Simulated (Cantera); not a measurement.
## Ammonia decomposition in nitride growth gas

A perfectly stirred reactor is fed with 40.0 % NH3, 60.0 % H2, at 0.385 atm; it is held at 2275 K, and followed from long to short residence time.

Model: the gas-phase N/H chemistry of the illustrative SiF4/NH3 mechanism in the Surface Chemkin manual (1991), integrated in Cantera. Walls and surfaces, which speed up NH3 decomposition in real reactors, are not modelled.

| τ (s) | x NH3 | x H2 | x NH2 | x N2H4 | x N2 | x N2H2 |
|---|---|---|---|---|---|---|
| 6.0 | 0.000382 | 0.845 | 1.74e-5 | 7.74e-12 | 0.142 | 2.35e-9 |
| 2.9 | 0.000577 | 0.846 | 2.57e-5 | 1.68e-11 | 0.142 | 4.98e-9 |
| 1.4 | 0.000923 | 0.846 | 3.87e-5 | 3.81e-11 | 0.142 | 1.09e-8 |
| 0.68 | 0.00166 | 0.847 | 6.12e-5 | 9.56e-11 | 0.142 | 2.48e-8 |
| 0.33 | 0.00377 | 0.848 | 0.000107 | 2.92e-10 | 0.141 | 6.20e-8 |
| 0.16 | 0.0104 | 0.846 | 0.000199 | 1.01e-9 | 0.139 | 1.59e-7 |
| 0.076 | 0.0262 | 0.837 | 0.000353 | 3.18e-9 | 0.133 | 3.77e-7 |
| 0.037 | 0.0549 | 0.819 | 0.000566 | 8.22e-9 | 0.123 | 7.92e-7 |
| 0.018 | 0.102 | 0.789 | 0.000849 | 1.85e-8 | 0.106 | 1.53e-6 |
| 0.0085 | 0.169 | 0.746 | 0.00119 | 3.64e-8 | 0.0817 | 2.69e-6 |
| 0.0041 | 0.242 | 0.699 | 0.00151 | 5.85e-8 | 0.0555 | 4.04e-6 |
x: mole fraction; the columns are a selection and need not sum to one.
